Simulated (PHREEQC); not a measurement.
Dissolve 0.81 mol/kgw HF, 0.019 mol/kgw KF and 0.029 mol/kgw H2SO4 at 25 °C. Closed to the air; pH follows from the charge balance.

All values are PHREEQC results (ion-association model, phreeqc.dat), not measurements.

No solid was allowed to form.

Task: Order these S species by the share of S that they hold, largest first: KSO4-, SO4-2, HSO4-.

Result: HSO4- (71 %), SO4-2 (28 %), KSO4- (1.3 %)

Task: Order these F species by the share of F that they hold, largest first: F-, HF, HF2-.

Result: HF (90 %), HF2- (8.4 %), F- (1.5 %)

The pH is 1.26 and the ionic strength 0.0921 mol/kgw. Species that the database lacks are ignored.
